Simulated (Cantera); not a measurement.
# Reactions in the system Cl-H-O-Sr

Source: NASA polynomial tables (part measured, part estimated), evaluated in Cantera. Values are per mole of reaction as written; species without (g) are pure solids or liquids, kept so even where they would boil at 1 bar.

Sr(OH)₂ + 2 Cl(g) = 2 OH(g) + SrCl₂

```json
[
 {"T (K)": "550", "ΔH° (kJ)": "-23.4", "ΔS° (J/K)": "57.0", "ΔG° (kJ)": "-54.7", "log10 K": "5.20", "condensed phases": "Sr(OH)₂(s), SrCl₂(s)"},
 {"T (K)": "750", "ΔH° (kJ)": "-27.9", "ΔS° (J/K)": "50.1", "ΔG° (kJ)": "-65.5", "log10 K": "4.56", "condensed phases": "Sr(OH)₂(s), SrCl₂(s)"},
 {"T (K)": "950", "ΔH° (kJ)": "-58.0", "ΔS° (J/K)": "12.6", "ΔG° (kJ)": "-69.9", "log10 K": "3.84", "condensed phases": "Sr(OH)₂(l), SrCl₂(s)"},
 {"T (K)": "1150", "ΔH° (kJ)": "-40.2", "ΔS° (J/K)": "28.4", "ΔG° (kJ)": "-72.8", "log10 K": "3.31", "condensed phases": "Sr(OH)₂(l), SrCl₂(l)"},
 {"T (K)": "1350", "ΔH° (kJ)": "-46.9", "ΔS° (J/K)": "23.0", "ΔG° (kJ)": "-78.0", "log10 K": "3.02", "condensed phases": "Sr(OH)₂(l), SrCl₂(l)"},
 {"T (K)": "1550", "ΔH° (kJ)": "-53.1", "ΔS° (J/K)": "18.8", "ΔG° (kJ)": "-82.1", "log10 K": "2.77", "condensed phases": "Sr(OH)₂(l), SrCl₂(l)"},
 {"T (K)": "1750", "ΔH° (kJ)": "-58.9", "ΔS° (J/K)": "15.2", "ΔG° (kJ)": "-85.5", "log10 K": "2.55", "condensed phases": "Sr(OH)₂(l), SrCl₂(l)"}
]
```
